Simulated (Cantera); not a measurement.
A closed system holds: 1 mol C, 0.38 mol H₂O, 1.3 mol N₂, at 75.0 Torr.

Cantera equilibrium calculation (NASA polynomials, part measured and part estimated; ideal gas, pure solids and liquids). Candidate condensed phases: C, C₆H₆, C₇H₈, C₈H₁₈, H₂O; 136 gas species. Equilibrium is a limit: real reactors are often held back by kinetics, nucleation or transport. All values below are at 1775 °C.

Base state: N₂ 0.627, CO 0.184, H₂ 0.179, HCN 0.00595, H 0.00300, HNC 0.000368, C₂H₂ (acetylene) 0.000188 (mole fractions); condensed: C(graphite).

Q: What changes in the equilibrium state with this change: C replaced by CH₃OH?

A: 
```csv
species,before,after
H₂,0.179,0.431
N₂,0.627,0.277
CO,0.184,0.206
H₂O,3.21e-7,0.0735
C₂H₂ (acetylene),0.000188,<1e-9
CO₂,6.94e-8,0.00737
OH,<1e-9,8.63e-5
HNC,0.000368,4.45e-9
"C(graphite), mol",0.606,0
```
